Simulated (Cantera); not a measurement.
Gas mixture: 6.90 % NH3, 46.6 % CO, 11.5 % CO2, 35.1 % C3H8, at 0.000880 bar, frozen composition.

Cantera's kinetic-theory transport with the Lennard-Jones parameters of GRI-Mech 3.0, ideal gas; thermal conductivity in the multicomponent form. Polar gases are described roughly by these parameters. The composition is frozen, though it would react at the higher temperatures.

One state of this run: ρ (kg/m³) = 0.000306; cp (J/kg/K) = 2664; μ (µPa s) = 36.2; λ (mW/m/K) = 116; Pr = 0.832; D (cm²/s) CH3 = 2250; D (cm²/s) OH = 3010; D (cm²/s) NH3 = 2340. D: mixture-averaged diffusion coefficient of that species in the mixture.

Which value of T (K) does it belong to?
A) 1000
B) 800
C) 1200
D) 600

C, 1200
